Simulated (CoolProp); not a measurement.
Vapour-liquid equilibrium of benzene (1) + dimethyl carbonate (2) at 481.6 K; x and y are mole fractions of (1).

Model: multi-fluid Helmholtz-energy mixture model, Thol 2012 and Zhou 2011; pair parameters Bell 2016, in CoolProp.

```json
[
 {"x": "0.05", "bubble pressure (MPa)": "1.580", "y at the bubble point": "0.059", "dew pressure at overall composition x (MPa)": "1.577", "liquid density (mol/L)": "8.581"},
 {"x": "0.125", "bubble pressure (MPa)": "1.608", "y at the bubble point": "0.143", "dew pressure at overall composition x (MPa)": "1.602", "liquid density (mol/L)": "8.531"},
 {"x": "0.2", "bubble pressure (MPa)": "1.632", "y at the bubble point": "0.222", "dew pressure at overall composition x (MPa)": "1.626", "liquid density (mol/L)": "8.485"},
 {"x": "0.275", "bubble pressure (MPa)": "1.652", "y at the bubble point": "0.298", "dew pressure at overall composition x (MPa)": "1.647", "liquid density (mol/L)": "8.442"},
 {"x": "0.35", "bubble pressure (MPa)": "1.669", "y at the bubble point": "0.370", "dew pressure at overall composition x (MPa)": "1.664", "liquid density (mol/L)": "8.403"},
 {"x": "0.425", "bubble pressure (MPa)": "1.681", "y at the bubble point": "0.441", "dew pressure at overall composition x (MPa)": "1.679", "liquid density (mol/L)": "8.368"},
 {"x": "0.5", "bubble pressure (MPa)": "1.690", "y at the bubble point": "0.510", "dew pressure at overall composition x (MPa)": "1.689", "liquid density (mol/L)": "8.338"},
 {"x": "0.575", "bubble pressure (MPa)": "1.694", "y at the bubble point": "0.579", "dew pressure at overall composition x (MPa)": "1.694", "liquid density (mol/L)": "8.311"},
 {"x": "0.65", "bubble pressure (MPa)": "1.695", "y at the bubble point": "0.649", "dew pressure at overall composition x (MPa)": "1.695", "liquid density (mol/L)": "8.288"},
 {"x": "0.725", "bubble pressure (MPa)": "1.692", "y at the bubble point": "0.719", "dew pressure at overall composition x (MPa)": "1.692", "liquid density (mol/L)": "8.270"},
 {"x": "0.8", "bubble pressure (MPa)": "1.685", "y at the bubble point": "0.791", "dew pressure at overall composition x (MPa)": "1.684", "liquid density (mol/L)": "8.257"},
 {"x": "0.875", "bubble pressure (MPa)": "1.673", "y at the bubble point": "0.866", "dew pressure at overall composition x (MPa)": "1.672", "liquid density (mol/L)": "8.247"},
 {"x": "0.95", "bubble pressure (MPa)": "1.657", "y at the bubble point": "0.945", "dew pressure at overall composition x (MPa)": "1.656", "liquid density (mol/L)": "8.242"}
]
```

y crosses x between x = 0.575 and 0.65: the model has an azeotrope there.

The pair parameters rest on a limited set of measurements; away from them the model extrapolates.
